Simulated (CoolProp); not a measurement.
A single-stage vapour-compression cycle with dimethyl ether: evaporating at 231.15 K (dew point), condensing at 260.15 K (bubble point), superheat 0 K, subcooling 5 K, compressor efficiency 0.6, no pressure losses. Each further row changes one setting.

Model: reference Helmholtz-energy equation of state, Wu 2011, in CoolProp.

```
case                              cooling COP  pressure ratio  discharge temperature (K)  refrigerating effect (kJ/kg)  volumetric capacity (kJ/m³)
--------------------------------  -----------  --------------  -------------------------  ----------------------------  ---------------------------
as stated                                4.46            3.67                      304.3                           431                          474
evaporating temperature 236.15 K         5.60               ?                      295.5                             ?                          606
condensing temperature 255.15 K          5.48            3.01                      292.8                           442                          486
subcooling 10 K                          4.58            3.67                      304.3                           442                          486
superheat 10 K                           4.40            3.67                      315.8                           444                            ?
compressor efficiency 0.5                   ?            3.67                      317.0                           431                          474
```

**Question.** Complete the blanks.

**Answer.** 
- evaporating temperature 236.15 K, pressure ratio: 2.86
- evaporating temperature 236.15 K, refrigerating effect (kJ/kg): 436
- superheat 10 K, volumetric capacity (kJ/m³): 466
- compressor efficiency 0.5, cooling COP: 3.72
